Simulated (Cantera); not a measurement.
## Gas-phase reforming

An isothermal, constant-pressure homogeneous reactor starts with CH4 : CO2 : H2 = 1 : 1.3 : 0.53 (molar parts), at 2023 K and 1.00 atm.

Detailed kinetics in Cantera: GRI-Mech 3.0 (53 species, 325 reactions).

```csv
t (s),x CH4,x CO2,x H2,x H,x HO2
0.000800,0.0300,0.127,0.302,0.000955,5.94e-11
0.00257,0.0121,0.0528,0.301,0.00111,5.04e-11
0.00825,0.00880,0.0345,0.366,0.00119,1.88e-11
0.0265,0.00486,0.0201,0.427,0.00125,5.75e-12
0.0851,0.00161,0.0126,0.462,0.00129,2.18e-12
0.273,4.69e-5,0.0109,0.471,0.00130,1.63e-12
0.878,3.57e-8,0.0108,0.472,0.00131,1.63e-12
2.82,3.57e-8,0.0108,0.472,0.00131,1.63e-12
9.06,3.57e-8,0.0108,0.472,0.00131,1.63e-12
29.1,3.57e-8,0.0108,0.472,0.00131,1.63e-12
93.4,3.57e-8,0.0108,0.472,0.00131,1.63e-12
300,3.57e-8,0.0108,0.472,0.00131,1.63e-12
```
x: mole fraction; the columns are a selection and need not sum to one.

Equilibrium at this temperature and pressure: CH4 4.11e-8, CO2 0.0108, H2 0.472, H 0.00131, HO2 1.63e-12 (gas phase only).
